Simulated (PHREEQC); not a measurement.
Consider water at 63 °C with 0.0049 mol/kgw NH4HS and 3.3e-05 mol/kgw Na2SO4. Closed to the air; pH follows from the charge balance.

The numbers come from PHREEQC with the ion-association model, phreeqc.dat.

Question: The ionic strength comes out as 0.00438 mol/kgw. What activity coefficients do SO4-2, NH4+, OH-, HS-, Na+ get?

Answer: SO4-2 0.74, NH4+ 0.92, OH- 0.92, HS- 0.92, Na+ 0.93.

Precipitation was switched off in this run. Constants without temperature data keep their 25 °C values here.
